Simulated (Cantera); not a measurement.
# HMDSO + O₂ (silicon oxide and oxynitride deposition)

Feed: 1 mol HMDSO, 2.7 mol O₂, at 1.33 mbar.

Cantera equilibrium calculation (NASA polynomials, part measured and part estimated; ideal gas, pure solids and liquids). Candidate condensed phases: C, C₆H₆, C₇H₈, C₈H₁₈, H₂O, Si, SiC, SiO₂; 123 gas species. The feed counts by its element totals alone. Mutual solubility and eutectic melting of coexisting phases are not modelled. The tables hold silica as quartz up to 1696 K and as liquid above; real silica turns to tridymite and cristobalite and melts near 1996 K. Rates play no part.

```tsv
T (K)	x H₂	x CO	x SiO	x H	n C(graphite)	n SiO₂(β-quartz)	n SiC(s)
1098	0.789	0.211	5.46e-9	6.02e-7	3.60	2.00	0
1148	0.789	0.211	1.44e-7	1.74e-6	3.60	2.00	0
1198	0.789	0.211	2.86e-6	4.63e-6	3.60	2.00	0
1248	0.789	0.211	4.46e-5	1.14e-5	3.60	2.00	0
1298	0.652	0.348	0.000308	2.37e-5	0	0.797	1.20
1348	0.651	0.348	0.00161	5.11e-5	0	0.785	1.19
1398	0.646	0.347	0.00741	0.000104	0	0.731	1.17
1448	0.625	0.344	0.0308	0.000200	0	0.505	1.05
1498	0.584	0.338	0.0779	0.000360	0	0	0.800
1548	0.584	0.338	0.0779	0.000644	0	0	0.800
1598	0.584	0.337	0.0779	0.00111	0	0	0.800
1648	0.583	0.337	0.0778	0.00186	0	0	0.800
```
x: gas mole fraction; n: condensed amount in mol.

From 1098 K to 1248 K the condensed part is C(graphite) + SiO₂(β-quartz). From 1298 K to 1448 K the condensed part is SiC(s) + SiO₂(β-quartz). From 1498 K to 1648 K the condensed part is SiC(s).
